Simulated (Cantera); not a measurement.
What does this Cantera script print?

```python
import numpy as np
import cantera as ct

gas = ct.Solution("h2o2.yaml")
gas.TPX = 1350, 2666, {'H2': 0.056, 'O2': 1}
reactor = ct.IdealGasConstPressureReactor(gas, energy="off", clone=False)
net = ct.ReactorNet([reactor])
net.rtol, net.atol = 1e-08, 1e-18
show = ['H2', 'O2', 'H', 'HO2', 'H2O', 'H2O2']
times = np.geomspace(9e-06, 10, 9)

steps = ct.SolutionArray(gas, extra=["t"])
rows = []
print(f"{'t/s':>10s}{'T/K':>9s}{'P/Pa':>11s}" + "".join(f"{s:>11s}" for s in show))
for t in times:
    while net.time < t:
        t_next = net.step()
        steps.append(gas.state, t=t_next)
    rows.append([np.interp(t, steps.t, y) for y in (steps.T, steps.P, *steps(*show).X.T)])
    print(f"{t:10.3e}{rows[-1][0]:9.1f}{rows[-1][1]:11.4g}" + "".join(f"{x:11.3e}" for x in rows[-1][2:]))
rate = np.gradient(steps.T, steps.t)
print("integrator steps:", len(steps.t))
if steps.T.max() > steps.T[0] + 200:
    print(f"time of steepest temperature rise: {steps.t[rate.argmax()]:.4e} s")
gas.TPX = 1350, 2666, {'H2': 0.056, 'O2': 1}
gas.equilibrate("TP")
print(f"equilibrium (TP): T = {gas.T:.1f} K  " + "  ".join(f"{s} {gas[s].X[0]:.3e}" for s in show))
```

Output:

```
       t/s      T/K       P/Pa         H2         O2          H        HO2        H2O       H2O2
 9.000e-06   1350.0       2666  5.303e-02  9.470e-01  7.682e-09  1.031e-08  3.728e-10  1.289e-12
 5.128e-05   1350.0       2666  5.303e-02  9.470e-01  3.720e-08  5.880e-08  4.011e-08  4.126e-11
 2.922e-04   1350.0       2666  5.299e-02  9.469e-01  8.989e-06  3.893e-07  2.965e-05  1.297e-09
 1.665e-03   1350.0       2666  9.157e-04  9.050e-01  6.391e-03  4.566e-06  4.632e-02  1.303e-07
 9.487e-03   1350.0       2666  6.035e-04  9.197e-01  3.260e-03  4.026e-06  4.920e-02  1.235e-07
 5.406e-02   1350.0       2666  1.163e-04  9.404e-01  2.592e-04  1.895e-06  5.309e-02  7.366e-08
 3.080e-01   1350.0       2666  6.572e-06  9.451e-01  3.451e-06  2.556e-07  5.422e-02  1.701e-08
 1.755e+00   1350.0       2666  4.472e-07  9.454e-01  6.175e-08  4.415e-08  5.441e-02  2.646e-09
 1.000e+01   1350.0       2666  7.973e-08  9.455e-01  4.690e-09  5.218e-08  5.445e-02  7.398e-10
integrator steps: 1806
equilibrium (TP): T = 1350.0 K  H2 7.046e-08  O2 9.455e-01  H 3.901e-09  HO2 5.449e-08  H2O 5.445e-02  H2O2 6.858e-10
```

Computed with Cantera and the H2/O2 subset of GRI-Mech 3.0, which has no nitrogen chemistry. Radical loss at walls, strong at low pressure, is not modelled. The temperature is held fixed by assumption; the heat of reaction is taken as removed at once.
